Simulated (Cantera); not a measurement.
What does this Cantera script print?

```python
import numpy as np
import cantera as ct

gas_names = """
    C CO COS CO2 CS CS2 C2 C2O C3 C3O2 C4 C5 Fe FeC5O5 FeO O O2 O3 S SO SO2 SO3 S2 S2O S8
""".split()
cond_names = """
    C(gr) Fe(a) Fe(c) Fe(d) Fe(L) FeC5O5(L) FeO(s) FeO(L) FeS(a) FeS(b) FeS(c) FeS(L) FeSO4(s) FeS2(s)
    Fe2O3(s) Fe2S3O12(s) Fe3O4(s) S(cr1) S(cr2) S(L)
""".split()


def load(file, names, dense=False):
    # The tables refer to 1 bar. Condensed volumes are neglected.
    table = {s.name: s for s in ct.Species.list_from_file(file)}
    out = []
    for n in names:
        d = dict(table[n].input_data)
        d["thermo"] = dict(d["thermo"], **{"reference-pressure": 1e5})
        if dense:
            d["equation-of-state"] = {"model": "constant-volume", "density": "1e6 g/cm^3"}
        out.append(ct.Species.from_dict(d))
    return out


gas = ct.Solution(thermo="ideal-gas", species=load("nasa_gas.yaml", gas_names))
cond = {s.name: ct.Solution(thermo="fixed-stoichiometry", species=[s], name=s.name)
        for s in load("nasa_condensed.yaml", cond_names, dense=True)}
atoms = {
    'FeS2': {'Fe': 1, 'S': 2},
    'O2': {'O': 2},
    'CO2': {'C': 1, 'O': 2},
}
top_T = {'C(gr)': 4500, 'FeSO4(s)': 950, 'FeS2(s)': 1010, 'Fe2O3(s)': 1830, 'Fe2S3O12(s)': 1100, 'Fe3O4(s)': 1870}  # K; cautious upper limits of use, not melting points


def equilibrate(T, P, feed):
    n = {}
    for name, mol in feed.items():
        for a, k in atoms[name].items():
            n[a] = n.get(a, 0.0) + k * mol
    gas.TPX = T, P, n
    mass = sum(n.values()) * gas.mean_molecular_weight
    gas.equilibrate("TP")
    valid = [c for c in cond.values() if c.min_temp <= T <= top_T.get(c.name, c.max_temp)]
    mix = ct.Mixture([(gas, mass / gas.mean_molecular_weight)] + [(c, 0.0) for c in valid])
    mix.T, mix.P = T, P
    mix.equilibrate("TP", solver="vcs", rtol=1e-11, max_steps=5000)
    return mix


results = []
feed = {'FeS2': 1, 'O2': 0.3, 'CO2': 2.9}  # mol
T = 1525  # K
P = 81000  # Pa
mix = equilibrate(T, P, feed)
results.append((T, P, feed, dict(zip(mix.species_names, mix.species_moles))))
print(gas.report(threshold=0.0001))
for i in range(1, mix.n_phases):
    print(f"{mix.phase(i).name:16s} {mix.phase_moles(i):12.5e} mol")
```

Result:

```
       temperature   1525 K
          pressure   81000 Pa
           density   0.29536 kg/m^3
  mean mol. weight   46.235 kg/kmol
   phase of matter   gas

                          1 kg             1 kmol
                     ---------------   ---------------
          enthalpy         -5.44e+06       -2.5152e+08  J
   internal energy       -5.7143e+06        -2.642e+08  J
           entropy            6549.8        3.0283e+05  J/K
    Gibbs function       -1.5428e+07       -7.1333e+08  J
 heat capacity c_p            1169.7             54082  J/K
 heat capacity c_v            989.89             45768  J/K

                      mass frac. Y      mole frac. X     chem. pot. / RT
                     ---------------   ---------------   ---------------
                CO          0.075622           0.12483           -37.824
               COS         0.0038473         0.0029612           -49.751
               CO2           0.63227           0.66425            -61.93
                SO         0.0020726         0.0019939           -36.032
               SO2           0.19916           0.14375           -60.138
                S2          0.083248          0.060027           -23.854
               S2O         0.0037575         0.0021684           -47.959
     [  +18 minor]         1.569e-05        1.8056e-05

C(gr)             0.00000e+00 mol
Fe(c)             0.00000e+00 mol
FeC5O5(L)         0.00000e+00 mol
FeO(s)            0.00000e+00 mol
FeS(L)            1.00000e+00 mol
Fe2O3(s)          0.00000e+00 mol
Fe3O4(s)          0.00000e+00 mol
S(L)              0.00000e+00 mol
```

Equilibrium computed with Cantera from the NASA thermochemical tables; the gas is ideal and each condensed phase is pure. FeS: taken at fixed stoichiometry.
